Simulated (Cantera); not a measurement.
A freely propagating, adiabatic, planar premixed flame of H2 : O2 : N2 : H2O = 1 : 0.417 : 1.57 : 0.082 (molar parts), equivalence ratio 1.2, unburnt at 400 K and 6.90 bar; mixture-averaged transport, grid criteria slope 0.08 and curve 0.16, no radiation.

Cantera simulation using the H2/O2 subset of GRI-Mech 3.0, which has no nitrogen chemistry; the numbers are that mechanism's predictions, not measurements. The hydrogen kinetics of GRI-Mech 3.0 are dated; newer H2 mechanisms differ, most at raised pressure. Burning velocities carry a grid error of a few per cent, more on coarse grids.

x: mole fraction of selected species; z is measured from the peak of heat release.

```
z (mm)         T (K)  u (m/s)        x H2        x O2       x H2O        x OH         x H      x H2O2
--------  ----------  -------  ----------  ----------  ----------  ----------  ----------  ----------
-0.101           400     3.40       0.326       0.136      0.0267       <1e-8       <1e-8       <1e-8
-0.0672          400     3.40       0.326       0.136      0.0267       <1e-8       <1e-8       <1e-8
-0.0504          400     3.40       0.325       0.136      0.0268       <1e-8       <1e-8     2.30e-8
-0.0336          404     3.41       0.321       0.137      0.0270       <1e-8       <1e-8     6.21e-7
-0.0168          488     3.98       0.293       0.140      0.0328     1.73e-5     3.14e-6     4.66e-5
-0.00840         836     6.55       0.242       0.131      0.0699    0.000915     0.00126    0.000173
0               1316     10.0       0.175      0.0971       0.147     0.00247     0.00989     6.68e-5
0.00840         1649     12.5       0.118      0.0559       0.224     0.00563      0.0208     6.99e-6
0.0168    (withheld)     13.8  (withheld)  (withheld)  (withheld)  (withheld)  (withheld)  (withheld)
0.0336          2021     15.1      0.0661      0.0113       0.303      0.0117      0.0233     2.19e-6
0.0672          2170     16.1      0.0610     0.00539       0.319      0.0111      0.0159     1.27e-6
0.134           2280     16.8      0.0584     0.00274       0.330     0.00858     0.00968     7.71e-7
0.269           2349     17.2      0.0563     0.00122       0.338     0.00592     0.00574     4.30e-7
```

Problem. Fill in the missing entries.

Solution. 
- 0.0168, T (K): 1838
- 0.0168, x H2: 0.0853
- 0.0168, x O2: 0.0292
- 0.0168, x H2O: 0.271
- 0.0168, x OH: 0.00891
- 0.0168, x H: 0.0256
- 0.0168, x H2O2: 3.82e-6
